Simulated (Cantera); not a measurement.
An isothermal, constant-pressure homogeneous reactor starts with C2H6 : H2 = 1 : 2.1 (molar parts), at 1475 K and 0.00316 atm. Integrator tolerance rtol = 1e-08.

Cantera simulation using GRI-Mech 3.0 (53 species, 325 reactions); the numbers are that mechanism's predictions, not measurements. GRI-Mech 3.0 stops at C3 and has no aromatics, soot or wall deposition, so with more carbon than oxygen in the feed, carbon stays in small species such as C2H2 where larger ones or solid carbon would form. Radical loss at walls, strong at low pressure, is not modelled.

```tsv
quantity	before	after
x(C2H6) at 50.0 s	5.25e-6 (gas-phase equilibrium 4.92e-9)	1.14e-5 (gas-phase equilibrium 1.26e-8)
x(H2) at 50.0 s	0.751 (gas-phase equilibrium 0.803)	0.698 (gas-phase equilibrium 0.802)
x(CH4) at 50.0 s	0.0760 (gas-phase equilibrium 0.00113)	0.152 (gas-phase equilibrium 0.00202)
x(CH3) at 50.0 s	0.000242 (gas-phase equilibrium 5.90e-6)	0.000204 (gas-phase equilibrium 5.49e-6)
x(C2H2) at 50.0 s	0.173 (gas-phase equilibrium 0.196)	0.149 (gas-phase equilibrium 0.195)
x(CH2) at 50.0 s	2.70e-8 (gas-phase equilibrium 1.22e-9)	9.26e-9 (gas-phase equilibrium 5.57e-10)
x(C2H) at 50.0 s	4.38e-8 (gas-phase equilibrium 8.10e-8)	1.16e-8 (gas-phase equilibrium 3.05e-8)
```

Q: What was changed between the two runs?
(A) H2 2.1 to 8 parts
(B) pressure from 0.00316 atm to 0.0632 atm
(C) temperature 1475 to 1425 K
(D) C2H6 1 to 0.58 parts

A: C, temperature 1475 to 1425 K
